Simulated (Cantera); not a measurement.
Cantera with NASA thermochemical tables; ideal gases at 1 bar, condensed phases pure. Values are per mole of reaction as written; species without (g) are pure solids or liquids, kept so even where they would boil at 1 bar. The tables' values for BOCl are old estimates.

3 BOCl(g) + 5 N2O(g) → BCl3(g) + 8 NO(g) + 2 BN

| T (K) | ΔH° (kJ) | ΔS° (J/K) | ΔG° (kJ) | log10 K |
|---|---|---|---|---|
| 1500 | 358.0 | 185.8 | 79.3 | -2.76 |
| 1600 | 356.9 | 185.1 | 60.8 | -1.98 |
| 1700 | ? | ? | ? | ? |
| 1800 | 354.5 | 183.7 | 23.9 | -0.69 |
| 1900 | 353.2 | 183.0 | 5.6 | -0.15 |
| 2000 | 351.9 | 182.3 | -12.7 | 0.33 |
| 2100 | ? | ? | ? | ? |
| 2200 | 348.9 | 180.9 | -49.0 | 1.16 |
| 2300 | ? | ? | ? | ? |
| 2400 | 345.8 | 179.5 | -85.0 | 1.85 |
| 2500 | 344.1 | 178.8 | -103.0 | 2.15 |

Question: What belongs in the gaps?

Answer: 
- 1700, ΔH° (kJ): 355.7
- 1700, ΔS° (J/K): 184.4
- 1700, ΔG° (kJ): 42.3
- 1700, log10 K: -1.30
- 2100, ΔH° (kJ): 350.4
- 2100, ΔS° (J/K): 181.6
- 2100, ΔG° (kJ): -30.9
- 2100, log10 K: 0.77
- 2300, ΔH° (kJ): 347.4
- 2300, ΔS° (J/K): 180.2
- 2300, ΔG° (kJ): -67.1
- 2300, log10 K: 1.52
